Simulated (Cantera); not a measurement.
Gas mixture: 100 % NO, at 165 Torr, frozen composition.

Cantera's kinetic-theory transport with the Lennard-Jones parameters of GRI-Mech 3.0, ideal gas; thermal conductivity in the multicomponent form. The composition is frozen, though it would react at the higher temperatures.

One state of this run: ρ (kg/m³) = 0.0794; cp (J/kg/K) = 1133; μ (µPa s) = 42.9; λ (mW/m/K) = 68.8; Pr = 0.707; D (cm²/s) C2H2 = 6.16; D (cm²/s) CH3 = 8.13; D (cm²/s) OH = 11.1. D: mixture-averaged diffusion coefficient of that species in the mixture.

### Question
Which value of T (K) does it belong to?
(A) 1150
(B) 700
(C) 1000
(D) 550

### Answer
C, 1000
